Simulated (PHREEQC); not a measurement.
Consider water at 25 °C with 100 mmol/kgw CuSO4, 0.089 mmol/kgw H3AsO4 and 0.32 mmol/kgw NaF. Closed to the air; pH follows from the charge balance.

All values are PHREEQC results (ion-association model, wateq4f.dat), not measurements.

The pH is 4.39 and the ionic strength is 0.206 mol/kgw. The total alkalinity is -0.0890 meq/kg.

```
species     molality  activity   log γ
----------  --------  --------  ------
SO4-2         0.0515    0.0149  -0.539
Cu+2          0.0515    0.0167  -0.489
CuSO4         0.0484    0.0508   0.021
Na+         0.000298  0.000221  -0.130
F-          0.000241  0.000170  -0.152
H2AsO4-      8.81e-5   6.57e-5  -0.128
HSO4-        8.12e-5   5.90e-5  -0.139
CuF+         6.92e-5   5.15e-5  -0.128
H+           5.12e-5   4.08e-5  -0.099
Cu2(OH)2+2   2.37e-5   7.30e-6  -0.511
```

Precipitation was switched off in this run. The solution is supersaturated, for example in Antlerite, Brochantite, so a real one may precipitate; this is no full list. The database has no arsenate complexes of Cu.
